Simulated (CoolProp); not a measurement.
Properties of trans-2-butene along the isobar 5.1 MPa (Tc = 155.5 °C, pc = 4.019 MPa, ω = 0.210).

Computed with CoolProp (reference Helmholtz-energy equation of state, Lemmon 2005). It is a short technical equation, of lower accuracy than the large ones.

```
T (°C)          phase  density (kg/m³)  cp (kJ/(kg K))  isothermal compressibility (1/MPa)
------  -------------  ---------------  --------------  ----------------------------------
-3.75          liquid            637.6           2.184                            0.001779
8.05           liquid            625.0           2.228                            0.002025
19.95          liquid            611.9           2.275                            0.002324
31.75          liquid            598.6           2.327                            0.002686
43.55          liquid            584.9           2.383                            0.003134
55.35          liquid            570.5           2.444                            0.003698
67.15          liquid            555.5           2.512                            0.004426
78.95          liquid            539.6           2.587                            0.005388
90.75          liquid            522.6           2.673                            0.006706
102.55         liquid            504.2           2.775                            0.008593
114.35         liquid            483.8           2.900                             0.01146
126.15         liquid            460.8           3.067                             0.01623
138.05         liquid            433.2           3.319                             0.02543
149.85         liquid            398.0           3.788                             0.04816
161.65  supercritical            342.3           5.306                              0.1566
```
